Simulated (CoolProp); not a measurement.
Properties of propane along the isotherm 223.1 K.

Model: reference Helmholtz-energy equation of state, Lemmon 2009, in CoolProp.

```csv
p (kPa),phase,cp (kJ/(kg K)),expansivity (1/kK),fugacity coefficient
759,liquid,2.208,1.908,0.09270
1520,liquid,2.205,1.890,0.04773
2280,liquid,2.201,1.874,0.03280
3040,liquid,2.198,1.858,0.02536
3800,liquid,2.195,1.842,0.02092
4550,liquid,2.192,1.827,0.01800
5310,liquid,2.189,1.812,0.01590
6070,liquid,2.186,1.797,0.01434
6830,liquid,2.183,1.783,0.01314
7590,liquid,2.181,1.769,0.01218
8350,liquid,2.178,1.756,0.01141
9110,liquid,2.175,1.743,0.01078
9870,liquid,2.173,1.730,0.01026
10600,liquid,2.171,1.718,0.009831
```
